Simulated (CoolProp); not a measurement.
Properties of isopentane along the isotherm 32.85 °C.

The numbers come from the reference Helmholtz-energy equation of state, Lemmon 2006 in CoolProp. It is a short technical equation, of lower accuracy than the large ones.

```tsv
p (MPa)	phase	density (kg/m³)	cv (kJ/(kg K))
2.41	liquid	610.4	1.736
4.83	liquid	613.9	1.738
7.24	liquid	617.1	1.739
9.65	liquid	[?]	1.740
12.1	liquid	623.3	1.741
14.5	liquid	626.2	1.743
16.9	liquid	[?]	1.744
19.3	liquid	631.5	1.745
21.7	liquid	634.1	1.747
24.1	liquid	636.5	1.748
26.5	liquid	638.9	1.749
29	liquid	641.3	1.751
31.4	liquid	643.5	1.752
33.8	liquid	[?]	[?]
```

Question: Some entries are withheld; supply them.

Answer: 
- 9.65, density (kg/m³): 620.3
- 16.9, density (kg/m³): 628.9
- 33.8, density (kg/m³): 645.7
- 33.8, cv (kJ/(kg K)): 1.753
